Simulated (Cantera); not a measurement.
# Low-pressure radical oxidation in H2/O2

An isothermal, constant-pressure homogeneous reactor starts with 0.710 % H2, 72.5 % O2, 26.8 % N2, equivalence ratio 0.0049, at 950 K and 1330 Pa.

Computed with Cantera and the H2/O2 subset of GRI-Mech 3.0, which has no nitrogen chemistry. Radical loss at walls, strong at low pressure, is not modelled.

| t (s) | x H2 | x O2 | x OH | x H2O2 | x H2O | x H | x HO2 |
|---|---|---|---|---|---|---|---|
| 0.000600 | 0.00710 | 0.725 | 3.88e-12 | <1e-12 | 1.21e-12 | 3.48e-12 | 7.21e-12 |
| 0.00145 | 0.00710 | 0.725 | 1.36e-11 | <1e-12 | 1.07e-11 | 7.10e-12 | 1.77e-11 |
| 0.00351 | 0.00710 | 0.725 | 6.20e-11 | <1e-12 | 1.02e-10 | 2.51e-11 | 4.49e-11 |
| 0.00850 | 0.00710 | 0.725 | 9.86e-10 | <1e-12 | 2.35e-9 | 3.71e-10 | 1.64e-10 |
| 0.0206 | 0.00710 | 0.725 | 5.81e-7 | 3.22e-12 | 1.45e-6 | 2.18e-7 | 3.85e-8 |
| 0.0498 | 0.000632 | 0.721 | 0.000450 | 7.25e-8 | 0.00590 | 0.000710 | 3.25e-6 |
| 0.120 | 2.37e-5 | 0.723 | 0.000114 | 1.45e-8 | 0.00700 | 7.80e-5 | 1.33e-6 |
| 0.292 | 5.19e-6 | 0.723 | 5.59e-5 | 1.14e-8 | 0.00709 | 1.13e-5 | 6.94e-7 |
| 0.706 | 1.10e-6 | 0.724 | 2.63e-5 | 9.16e-9 | 0.00711 | 1.21e-6 | 3.08e-7 |
| 1.71 | 2.04e-7 | 0.724 | 1.19e-5 | 6.20e-9 | 0.00712 | 1.11e-7 | 1.13e-7 |
| 4.13 | 3.68e-8 | 0.724 | 5.46e-6 | 3.31e-9 | 0.00712 | 1.04e-8 | 3.54e-8 |
| 10.0 | 7.17e-9 | 0.724 | 2.64e-6 | 1.43e-9 | 0.00713 | 1.15e-9 | 1.04e-8 |
x: mole fraction; the columns are a selection and need not sum to one.

Equilibrium at this temperature and pressure: H2 1.33e-12, O2 0.724, OH 4.41e-8, H2O2 1.01e-12, H2O 0.00713, H <1e-12, HO2 9.21e-11 (gas phase only).
